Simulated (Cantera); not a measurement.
Feed: 1 mol Si, a varied amount of NF3, held at 1050 °C and 51.0 mbar.

Equilibrium computed with Cantera from the NASA thermochemical tables; the gas is ideal and each condensed phase is pure. Candidate condensed phases: Si, Si3N4; 16 gas species. The tables' values for SiF3, SiF2 are old estimates; treat these amounts as uncertain. Kinetics and transport are ignored.

x: gas mole fraction; n: condensed amount in mol.

| n(NF3) (mol) | x SiF4 | x F | x N2 | x F2 | x SiF3 | x SiF2 | x NF3 | n Si3N4(s) |
|---|---|---|---|---|---|---|---|---|
| 0.75 | 0.860 | <1e-12 | 0.130 | <1e-12 | 0.0100 | 9.50e-5 | <1e-12 | 0.145 |
| 1.4 | 0.527 | 0.104 | 0.369 | 0.000446 | <1e-12 | <1e-12 | (withheld) | 0 |
| 2.1 | 0.232 | 0.513 | 0.244 | 0.0108 | <1e-12 | <1e-12 | (withheld) | 0 |
| 2.8 | 0.149 | 0.625 | 0.209 | 0.0160 | <1e-12 | <1e-12 | (withheld) | 0 |
| 3.4 | 0.114 | 0.672 | 0.195 | 0.0185 | <1e-12 | <1e-12 | (withheld) | 0 |
| 4.1 | 0.0899 | 0.705 | 0.184 | 0.0204 | <1e-12 | <1e-12 | 6.08e-7 | 0 |
| 4.8 | 0.0740 | 0.727 | 0.178 | 0.0216 | <1e-12 | <1e-12 | 6.52e-7 | 0 |
| 5.4 | 0.0643 | 0.740 | 0.174 | 0.0224 | <1e-12 | <1e-12 | 6.80e-7 | 0 |
| 6.1 | 0.0558 | 0.751 | 0.170 | 0.0231 | <1e-12 | <1e-12 | 7.05e-7 | 0 |

### Question
Some entries are withheld; supply them.

### Answer

- 1.4, x NF3: 2.79e-9
- 2.1, x NF3: 2.69e-7
- 2.8, x NF3: 4.51e-7
- 3.4, x NF3: 5.41e-7
